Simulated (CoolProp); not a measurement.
The fluid at 352.14 K and 0.527 MPa is throttled through a valve to 0.0691 MPa with no heat exchange. The same conditions are run with several fluids, on thermodynamics alone (safety and materials aside).

The numbers come from the reference Helmholtz-energy equation of state of each fluid (R1233zd(E): Akasaka 2022; cis-2-butene: Lemmon 2005; R124: de Vries 1995; R134a: Tillner-Roth 1994; propyne: Polt 1992) in CoolProp. The equations of Platzer and Polt are older, rougher fits.

| fluid | temperature change (K) | final density (kg/m³) |
|---|---|---|
| R1233zd(E) | -9.5 | ___ |
| cis-2-butene | ___ | 1.38 |
| R124 | -6.5 | 3.32 |
| R134a | ___ | 2.47 |
| propyne | -6.5 | ___ |

Task: Some entries are withheld; supply them.

Result: 
- R1233zd(E), final density (kg/m³): 3.22
- cis-2-butene, temperature change (K): -9.0
- R134a, temperature change (K): -5.9
- propyne, final density (kg/m³): 0.970
